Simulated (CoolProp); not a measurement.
Vapour-liquid equilibrium of CH2F2 (R32) (1) + R236FA (2) at 293 K; x and y are mole fractions of (1).

Values from CoolProp's multi-fluid Helmholtz-energy mixture model, Tillner-Roth 1997 and Pan 2012; pair parameters Bell 2016.

```tsv
x	bubble pressure, mixture model (MPa)	bubble pressure, Raoult's law (MPa)	y, mixture model	y, Raoult's law
0.05	0.2803	0.2902	0.211	0.253
0.125	0.3621	0.3832	0.420	0.479
0.2	0.4473	0.4762	0.558	0.617
0.275	0.5347	0.5692	0.655	0.709
0.35	0.6238	0.6623	0.726	0.776
0.425	0.7139	0.7553	0.781	0.826
0.5	0.8051	0.8483	0.825	0.866
0.575	0.8975	0.9413	0.862	0.897
0.65	0.9915	1.034	0.893	0.923
0.725	1.088	1.127	0.920	0.944
0.8	1.187	1.220	0.944	0.963
0.875	1.289	1.313	0.966	0.978
0.95	1.395	1.406	0.987	0.992
```

The largest gap from Raoult's law is -6.1 % in bubble pressure, at x = 0.2. No azeotrope shows between x = 0.05 and 0.95.

Pair parameters are fitted to limited data, so mixtures are less certain than the pure fluids.
